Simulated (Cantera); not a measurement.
**Ti(OiPr)4 + CH4 (titanium nitride, carbide and oxide coatings)**

A closed system holds: 1 mol Ti(OiPr)4, 4 mol CH4, held at 1623.15 K and 77.0 Pa.

Equilibrium computed with Cantera from the NASA thermochemical tables; the gas is ideal and each condensed phase is pure. Candidate condensed phases: C, C6H6, C7H8, C8H18, H2O, Ti, TiC, TiO, TiO2, Ti2O3, Ti3O5, Ti4O7; 113 gas species. The feed counts by its element totals alone. TiC: taken at fixed stoichiometry. The numbers say what is thermodynamically allowed, not how fast it happens.

```json
{
  "x(H2)": "0.844",
  "x(CO)": "0.154",
  "x(H)": "0.00229",
  "x(C2H2 (acetylene))": "2.95e-5",
  "n(C(graphite))": "11.0 mol",
  "n(TiC(s))": "1.00 mol",
  "gas_amount": "26.03 mol",
  "log10 activity of Ti(β) (absent)": "-5.28",
  "log10 activity of Ti2O3(s) (absent)": "-12.06",
  "log10 activity of Ti3O5(s) (absent)": "-20.04"
}
```
